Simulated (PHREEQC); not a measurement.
Consider water at 25 °C with 0.46 mmol/kgw Cu(NO3)2. Closed to the air; pH follows from the charge balance.

Equilibrium calculation in PHREEQC: ion-association model, phreeqc.dat.

No solid was allowed to form.

### Question
What pH, specific conductance does the model give?

### Answer
pH 5.45; specific conductance 112 µS/cm.
